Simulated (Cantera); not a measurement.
Feed: 1 mol trisilylamine, 2.5 mol NH3, 0.79 mol H2, held at 1423.15 K and 0.00133 bar.

Method: chemical equilibrium by Gibbs-energy minimisation in Cantera with the NASA 1993 tables (ideal gas, pure condensed phases). Candidate condensed phases: Si, Si3N4; 18 gas species. The feed counts by its element totals alone. Mutual solubility and eutectic melting of coexisting phases are not modelled. Equilibrium is a limit: real reactors are often held back by kinetics, nucleation or transport.

What is the equilibrium state?


```
Quantity         Value
-----------  ---------
x(H2)            0.993
x(N2)          0.00721
x(H)          0.000182
x(Si)          1.15e-6
n(Si(s))     0.473 mol
n(Si3N4(s))  0.842 mol
gas amount   9.106 mol
```
